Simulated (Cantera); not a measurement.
Cantera run, input and output.

```python
import numpy as np
import cantera as ct

gas = ct.Solution("h2o2.yaml")
gas.TPX = 525, 250000, {'H2': 1, 'O2': 0.263, 'N2': 0.989}
flame = ct.FreeFlame(gas, width=0.021)
flame.set_refine_criteria(ratio=3, slope=0.08, curve=0.16)
flame.transport_model = "mixture-averaged"
flame.solve(loglevel=0, auto=True)
z, T = flame.grid, flame.T
thick = (T[-1] - T[0]) / np.gradient(T, z).max()
show = ['H2', 'O2', 'H2O2', 'OH', 'HO2', 'H']
print(f"laminar burning velocity  {flame.velocity[0] * 100:.3f} cm/s")
print(f"burnt temperature         {T[-1]:.1f} K")
print(f"thermal thickness         {thick * 1e3:.4f} mm")
print(f"grid points               {len(z)}")
z0 = z[flame.heat_release_rate.argmax()]
print(f"{'z/mm':>9s}{'T/K':>9s}{'u/(m/s)':>9s}" + "".join(f"{s:>11s}" for s in show))
rows = []
for k in (-3, -2, -1.5, -1, -0.5, -0.25, 0, 0.25, 0.5, 1, 2, 4, 8):
    zz = z0 + k * thick
    rows.append([k * thick, np.interp(zz, z, T), np.interp(zz, z, flame.velocity),
                 *(np.interp(zz, z, flame.X[gas.species_index(s)]) for s in show)])
    print(f"{rows[-1][0] * 1e3:9.3f}{rows[-1][1]:9.1f}{rows[-1][2]:9.3f}" + "".join(f"{x:11.3e}" for x in rows[-1][3:]))
```

Output:

```
laminar burning velocity  752.849 cm/s
burnt temperature         2263.3 K
thermal thickness         0.1289 mm
grid points               115
     z/mm      T/K  u/(m/s)         H2         O2       H2O2         OH        HO2          H
   -0.387    525.0    7.528  4.440e-01  1.168e-01  1.545e-14  1.019e-15  2.370e-12  1.322e-15
   -0.258    525.0    7.528  4.440e-01  1.168e-01  3.572e-12  2.388e-13  5.164e-10  3.309e-13
   -0.193    525.0    7.528  4.440e-01  1.168e-01  4.418e-11  2.925e-12  6.207e-09  5.630e-12
   -0.129    525.2    7.530  4.439e-01  1.168e-01  4.932e-09  3.438e-10  6.320e-07  5.124e-09
   -0.064    559.9    7.956  4.376e-01  1.172e-01  1.013e-05  6.819e-05  4.084e-04  1.196e-04
   -0.032    834.8   11.522  4.016e-01  1.101e-01  3.923e-05  9.154e-04  3.968e-04  5.919e-03
    0.000   1256.7   16.847  3.194e-01  7.788e-02  8.088e-06  2.141e-03  1.678e-04  3.269e-02
    0.032   1554.4   20.630  2.387e-01  3.042e-02  2.220e-06  4.294e-03  6.090e-05  6.162e-02
    0.064   1698.9   22.433  2.071e-01  8.660e-03  1.210e-06  5.075e-03  1.679e-05  6.983e-02
    0.129   1826.1   23.938  2.022e-01  1.238e-03  6.598e-07  5.410e-03  2.404e-06  6.279e-02
    0.258   1943.1   25.265  2.098e-01  4.776e-04  3.603e-07  5.167e-03  9.935e-07  4.842e-02
    0.516   2050.3   26.444  2.178e-01  2.561e-04  1.871e-07  4.366e-03  5.606e-07  3.425e-02
    1.031   2136.8   27.373  2.243e-01  1.176e-04  9.366e-08  3.266e-03  2.789e-07  2.250e-02
```

Model: the H2/O2 subset of GRI-Mech 3.0, which has no nitrogen chemistry, integrated in Cantera. The hydrogen kinetics of GRI-Mech 3.0 are dated; newer H2 mechanisms differ, most at raised pressure. Burning velocities carry a grid error of a few per cent, more on coarse grids.
